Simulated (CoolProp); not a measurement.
The fluoroketone C6F12O (FK-5-1-12) along the isotherm 352 K: Z from the reference equation and from simpler models built on Tc = 441.8 K, pc = 1.869 MPa, ω = 0.471; each cubic takes its own stable root.

The numbers come from the reference Helmholtz-energy equation of state, McLinden 2015 in CoolProp.

```csv
p (MPa),phase,reference,van der Waals,Redlich-Kwong,Soave-Redlich-Kwong,Peng-Robinson
0.00296,gas,0.9987,0.9992,0.9990,0.9988,0.9987
0.00673,gas,0.9971,0.9982,0.9977,0.9973,0.9971
0.0153,gas,0.9934,0.9958,0.9947,0.9939,0.9935
0.0348,gas,0.9848,0.9905,0.9879,0.9859,0.9851
0.0793,gas,0.9648,0.9780,0.9720,0.9675,0.9655
0.18,gas,0.9164,0.9487,0.9344,0.9233,0.9189
0.411,liquid,0.03115,0.8739,0.8366,0.03453,0.03045
0.935,liquid,0.07058,0.1200,0.08464,0.07794,0.06881
```

At some of these states van der Waals, Redlich-Kwong gives the other phase, because its saturation line lies elsewhere.
